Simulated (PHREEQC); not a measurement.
Solution (25 °C): 7.6 mmol/kgw KH2PO4 and 1.2 mmol/kgw NaOH. Closed to the air; pH follows from the charge balance.

Computed with PHREEQC (ion-association model, phreeqc.dat).

| quantity | before | after |
|---|---|---|
| pH | 6.34 | 6.12 |
| ionic strength (mol/kgw) | 0.00997 | 0.0138 |
| H2PO4- (mol/kgw) | 0.00640 | 0.0102 |
| HPO4-2 (mol/kgw) | 0.00119 | 0.00118 |
| NaHPO4- (mol/kgw) | 1.85e-6 | 1.74e-6 |

**Question.** Name the change that produced these shifts.
A. temperature from 25 to 40 °C
B. KH2PO4 from 0.0076 to 0.0114 mol/kgw
C. NaOH from 0.0012 to 0.0006 mol/kgw
D. NaOH from 0.0012 to 0.00012 mol/kgw
E. diluted 100-fold with water

**Answer.** B, KH2PO4 from 0.0076 to 0.0114 mol/kgw

Precipitation was switched off in this run.
